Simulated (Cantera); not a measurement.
Feed: 1 mol Al(CH₃)₃, 390 mol NH₃, 75 mol N₂, 1.4 mol N₂O, at 77.0 mbar.

Equilibrium computed with Cantera from the NASA thermochemical tables; the gas is ideal and each condensed phase is pure. Candidate condensed phases: Al, AlN, Al₂O₃, C, C₆H₆, C₇H₈, C₈H₁₈, H₂O; 148 gas species. The feed counts by its element totals alone. Mutual solubility and eutectic melting of coexisting phases are not modelled. Kinetics and transport are ignored.

Problem. At 1223 K, list the 4 most abundant gas species with their mole fractions, and the condensed phases.

Solution. H₂ 0.684, N₂ 0.315, CO 0.000832, CH₄ 0.000480. Condensed: AlN(s) + Al₂O₃(s) + C(graphite).
